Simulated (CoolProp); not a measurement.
Vapour-liquid equilibrium of benzene (1) + octamethylcyclotetrasiloxane (D4) (2) at 123.35 °C; x and y are mole fractions of (1).

Model: multi-fluid Helmholtz-energy mixture model, Thol 2012 and Thol 2015; pair parameters Bell 2016, in CoolProp.

| x | bubble pressure, mixture model (bar) | bubble pressure, Raoult's law (bar) | y, mixture model | y, Raoult's law |
|---|---|---|---|---|
| 0.05 | 0.3264 | 0.3642 | 0.375 | 0.446 |
| 0.125 | 0.5203 | 0.5919 | 0.635 | 0.686 |
| 0.2 | 0.7323 | 0.8197 | 0.761 | 0.793 |
| 0.275 | 0.9532 | 1.047 | 0.832 | 0.853 |
| 0.35 | 1.177 | 1.275 | 0.877 | 0.892 |
| 0.425 | 1.400 | 1.503 | 0.907 | 0.919 |
| 0.5 | 1.623 | 1.731 | 0.929 | 0.939 |
| 0.575 | 1.846 | 1.958 | 0.946 | 0.954 |
| 0.65 | 2.074 | 2.186 | 0.960 | 0.966 |
| 0.725 | 2.310 | 2.414 | 0.971 | 0.976 |
| 0.8 | 2.556 | 2.642 | 0.981 | 0.984 |
| 0.875 | 2.814 | 2.870 | 0.990 | 0.991 |
| 0.95 | 3.077 | 3.097 | 0.996 | 0.997 |

The largest gap from Raoult's law is -12.1 % in bubble pressure, at x = 0.125. No azeotrope shows between x = 0.05 and 0.95.

Pair parameters are fitted to limited data, so mixtures are less certain than the pure fluids.
